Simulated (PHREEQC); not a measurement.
A made-up water analysis in mg/L, 25 °C, pH 6.84, pe -0.7:

| constituent | mg/L |
|---|---|
| Na | 158 |
| K | 32.7 |
| Ca | 70.4 |
| Mg | 77.2 |
| Cl | 238 |
| S(6) as SO4 | 308 |
| Alkalinity as HCO3 | 263 |
| Fe(2) | 2.19 |

Valence states are taken as typed.

All values are PHREEQC results (ion-association model, phreeqc.dat), not measurements.

Precipitation was switched off in this run.

Task: Estimate the ionic strength, charge-balance error, specific conductance.

Result: ionic strength 0.0225 mol/kgw; charge-balance error 0.7 %; specific conductance 1690 µS/cm.

Task: In which forms is Mg present?

Result: Mg+2 82 %, MgSO4 15 %, MgHCO3+ 2.3 % of the Mg.

The solution is supersaturated, for example in Siderite, so a real one may precipitate; this is no full list.
